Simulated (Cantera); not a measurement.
A closed system holds: 1 mol C₂H₆, 0.46 mol NH₃, 0.4 mol H₂, 0.41 mol H₂O, equilibrated at 11.3 Torr.

Cantera equilibrium calculation (NASA polynomials, part measured and part estimated; ideal gas, pure solids and liquids). Candidate condensed phases: C, C₆H₆, C₇H₈, C₈H₁₈, H₂O; 136 gas species. Equilibrium is a limit: real reactors are often held back by kinetics, nucleation or transport.

log p: log10 of the partial pressure in bar; n: condensed amount in mol.

| T (K) | log p H₂ | log p H | log p CO | log p N₂ | log p HCN | n C(graphite) |
|---|---|---|---|---|---|---|
| 1673 | -1.88 | -4.88 | -2.92 | -3.18 | -5.03 | 1.59 |
| 1773 | -1.88 | -4.49 | -2.92 | -3.18 | -4.80 | 1.58 |
| 1873 | -1.88 | … | -2.92 | -3.18 | … | 1.58 |
| 1973 | -1.89 | … | -2.92 | -3.19 | … | 1.57 |
| 2073 | -1.89 | -3.53 | -2.93 | -3.20 | -4.26 | 1.56 |
| 2173 | -1.90 | -3.27 | -2.93 | -3.21 | -4.11 | 1.54 |
| 2273 | -1.92 | -3.03 | -2.94 | -3.23 | -3.99 | 1.52 |
| 2373 | -1.94 | -2.82 | -2.94 | -3.25 | -3.89 | 1.49 |

### Question
Complete the blanks.

### Answer

- 1873, log p H: -4.13
- 1873, log p HCN: -4.60
- 1973, log p H: -3.81
- 1973, log p HCN: -4.42
